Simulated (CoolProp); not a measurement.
Values from CoolProp's reference Helmholtz-energy equation of state, Thol 2019.

For tetradecamethylhexasiloxane (MD4M), give the phase and the density (kg/m³), cv (kJ/(kg K)), speed of sound (m/s), Joule-Thomson coefficient (K/MPa) at 541.5 K and 0.111 MPa; 548.6 K and 0.111 MPa; 591.4 K and 0.111 MPa.


- 541.5 K and 0.111 MPa: gas; density 12.9, cv 1.93, speed of sound 86.8, Joule-Thomson coefficient 25.9
- 548.6 K and 0.111 MPa: gas; density 12.7, cv 1.94, speed of sound 88.1, Joule-Thomson coefficient 24.3
- 591.4 K and 0.111 MPa: gas; density 11.3, cv 2.02, speed of sound 95.2, Joule-Thomson coefficient 17.5
